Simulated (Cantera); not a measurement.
An adiabatic, constant-volume homogeneous reactor starts with CH4 : O2 : N2 = 1 : 0.8 : 3.01 (molar parts), equivalence ratio 2.5, at 1450 K and 160000 Pa.

Cantera simulation using GRI-Mech 3.0 (53 species, 325 reactions); the numbers are that mechanism's predictions, not measurements.

**Question.** Predict: time of steepest temperature rise; temperature at 2.00 s; equilibrium temperature; x(O2) at 2.00 s; x(CH2O) at 2.00 s; x(N2O) at 2.00 s; x(NO) at 2.00 s.

**Answer.** 
```json
{
 "time_of_steepest_temperature_rise": "2.03 ms",
 "temperature at 2.00 s": "2497 K",
 "equilibrium_temperature": "2497 K",
 "x(O2) at 2.00 s": "1.41e-6 (gas-phase equilibrium 1.41e-6)",
 "x(CH2O) at 2.00 s": "5.16e-8 (gas-phase equilibrium 5.16e-8)",
 "x(N2O) at 2.00 s": "3.89e-9 (gas-phase equilibrium 3.89e-9)",
 "x(NO) at 2.00 s": "4.74e-5 (gas-phase equilibrium 4.74e-5)"
}
```
